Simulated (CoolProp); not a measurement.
Saturated liquid density (kg/m³) of acetone: the reference equation beside estimates from Tc = 235.0 °C, pc = 4.692 MPa, ω = 0.307.

Computed with CoolProp (reference Helmholtz-energy equation of state, Lemmon 2006). It is a short technical equation, of lower accuracy than the large ones.

```json
[
 {"T (°C)": "7.55", "reference": "803.9", "Redlich-Kwong": "606.6", "Soave-Redlich-Kwong": "626.5", "Peng-Robinson": "705.7"},
 {"T (°C)": "33.95", "reference": "774.6", "Redlich-Kwong": "583.3", "Soave-Redlich-Kwong": "605.9", "Peng-Robinson": "683.7"},
 {"T (°C)": "60.45", "reference": "743.7", "Redlich-Kwong": "557.5", "Soave-Redlich-Kwong": "582.5", "Peng-Robinson": "658.5"},
 {"T (°C)": "86.95", "reference": "711.0", "Redlich-Kwong": "528.8", "Soave-Redlich-Kwong": "555.7", "Peng-Robinson": "629.2"},
 {"T (°C)": "113.45", "reference": "675.4", "Redlich-Kwong": "496.7", "Soave-Redlich-Kwong": "524.7", "Peng-Robinson": "595.0"},
 {"T (°C)": "139.95", "reference": "635.7", "Redlich-Kwong": "460.2", "Soave-Redlich-Kwong": "488.2", "Peng-Robinson": "554.2"},
 {"T (°C)": "166.45", "reference": "589.9", "Redlich-Kwong": "417.8", "Soave-Redlich-Kwong": "444.3", "Peng-Robinson": "504.1"},
 {"T (°C)": "192.95", "reference": "533.5", "Redlich-Kwong": "366.1", "Soave-Redlich-Kwong": "388.7", "Peng-Robinson": "439.8"},
 {"T (°C)": "219.45", "reference": "452.2", "Redlich-Kwong": "294.7", "Soave-Redlich-Kwong": "309.1", "Peng-Robinson": "346.0"}
]
```

Absolute difference from the reference over all 9 rows, mean and median: Redlich-Kwong 27.7 and 26.5 %, Soave-Redlich-Kwong 24.0 and 22.3 %, Peng-Robinson 14.1 and 12.2 %.
